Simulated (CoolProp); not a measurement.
Vapour-liquid equilibrium of n-hexane (1) + dimethyl carbonate (2) at 361.5 K; x and y are mole fractions of (1).

Values from CoolProp's multi-fluid Helmholtz-energy mixture model, Thol 2019 and Zhou 2011; pair parameters Bell 2016.

Question: Give the bubble pressure and the first vapour's composition at x = 0.25, 0.75, 0.85. Is there an azeotrope?

Answer: x = 0.25: 1.758 bar, y = 0.539; x = 0.75: 1.985 bar, y = 0.739; x = 0.85: 1.959 bar, y = 0.809. y crosses x between x = 0.65 and 0.75: the model has an azeotrope there.

The pair parameters rest on a limited set of measurements; away from them the model extrapolates. With so large a gap from Raoult's law the liquid may split in two, which this calculation doesn't test in full.
